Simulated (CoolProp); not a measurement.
Vapour-liquid equilibrium of CH2F2 (R32) (1) + R123 (2) at 67.7 kPa; x and y are mole fractions of (1).

Model: multi-fluid Helmholtz-energy mixture model, Tillner-Roth 1997 and Younglove 1994; pair parameters Bell 2016, in CoolProp.

```tsv
x	bubble temperature, mixture model (°C)	bubble temperature, Raoult's law (°C)	y, mixture model	y, Raoult's law
0.05	-6.9	-1.5	0.660	0.572
0.125	-26.4	-17.5	0.887	0.822
0.2	-36.6	-27.2	0.944	0.906
0.275	-42.6	-33.9	0.965	0.943
0.35	-46.5	-38.9	0.975	0.963
0.425	-49.2	-42.9	0.981	0.975
0.5	-51.1	-46.2	0.985	0.983
0.575	-52.6	-48.9	0.987	0.988
0.65	-53.9	-51.3	0.990	0.992
0.725	-55.0	-53.3	0.991	0.994
0.8	-56.1	-55.2	0.993	0.996
0.875	-57.2	-56.8	0.996	0.998
0.95	-58.4	-58.3	0.998	0.999
```

The largest gap from Raoult's law is -9.4 K in bubble temperature, at x = 0.2. No azeotrope shows between x = 0.05 and 0.95.

Pair parameters are fitted to limited data, so mixtures are less certain than the pure fluids.
